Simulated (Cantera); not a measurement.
What does this Cantera script print?

```python
import numpy as np
import cantera as ct

gas = ct.Solution("gri30.yaml")
gas.TPX = 1948, 1800, {'NO': 1, 'N2': 4.7}
reactor = ct.IdealGasConstPressureReactor(gas, energy="off", clone=False)
net = ct.ReactorNet([reactor])
net.rtol, net.atol = 1e-08, 1e-18
show = ['NO', 'O2', 'NO2', 'N2', 'N2O', 'O']
times = np.geomspace(7e-05, 200, 11)

steps = ct.SolutionArray(gas, extra=["t"])
rows = []
print(f"{'t/s':>10s}{'T/K':>9s}{'P/Pa':>11s}" + "".join(f"{s:>11s}" for s in show))
for t in times:
    while net.time < t:
        t_next = net.step()
        steps.append(gas.state, t=t_next)
    rows.append([np.interp(t, steps.t, y) for y in (steps.T, steps.P, *steps(*show).X.T)])
    print(f"{t:10.3e}{rows[-1][0]:9.1f}{rows[-1][1]:11.4g}" + "".join(f"{x:11.3e}" for x in rows[-1][2:]))
rate = np.gradient(steps.T, steps.t)
print("integrator steps:", len(steps.t))
if steps.T.max() > steps.T[0] + 200:
    print(f"time of steepest temperature rise: {steps.t[rate.argmax()]:.4e} s")
gas.TPX = 1948, 1800, {'NO': 1, 'N2': 4.7}
gas.equilibrate("TP")
print(f"equilibrium (TP): T = {gas.T:.1f} K  " + "  ".join(f"{s} {gas[s].X[0]:.3e}" for s in show))
```

Output:

```
       t/s      T/K       P/Pa         NO         O2        NO2         N2        N2O          O
 7.000e-05   1948.0       1800  1.754e-01  3.966e-12  5.650e-12  8.246e-01  3.054e-08  3.060e-08
 3.095e-04   1948.0       1800  1.754e-01  7.772e-11  1.091e-10  8.246e-01  1.345e-07  1.357e-07
 1.369e-03   1948.0       1800  1.754e-01  1.532e-09  2.018e-09  8.246e-01  5.851e-07  6.084e-07
 6.052e-03   1948.0       1800  1.754e-01  3.128e-08  3.188e-08  8.246e-01  2.408e-06  2.846e-06
 2.676e-02   1948.0       1800  1.754e-01  7.220e-07  3.309e-07  8.246e-01  7.900e-06  1.507e-05
 1.183e-01   1948.0       1800  1.753e-01  2.008e-05  1.899e-06  8.246e-01  1.318e-05  8.102e-05
 5.232e-01   1948.0       1800  1.745e-01  3.691e-04  4.110e-06  8.250e-01  1.240e-05  2.068e-04
 2.313e+00   1948.0       1800  1.699e-01  2.626e-03  5.747e-06  8.272e-01  1.138e-05  2.711e-04
 1.023e+01   1948.0       1800  1.455e-01  1.471e-02  9.715e-06  8.393e-01  7.663e-06  4.556e-04
 4.523e+01   1948.0       1800  5.244e-02  6.104e-02  7.111e-06  8.857e-01  8.755e-07  8.339e-04
 2.000e+02   1948.0       1800  5.101e-03  8.464e-02  8.182e-07  9.093e-01  3.848e-08  9.690e-04
integrator steps: 893
equilibrium (TP): T = 1948.0 K  NO 4.536e-03  O2 8.492e-02  NO2 7.289e-07  N2 9.096e-01  N2O 3.693e-08  O 9.705e-04
```

Cantera simulation using GRI-Mech 3.0 (53 species, 325 reactions); the numbers are that mechanism's predictions, not measurements. Radical loss at walls, strong at low pressure, is not modelled.
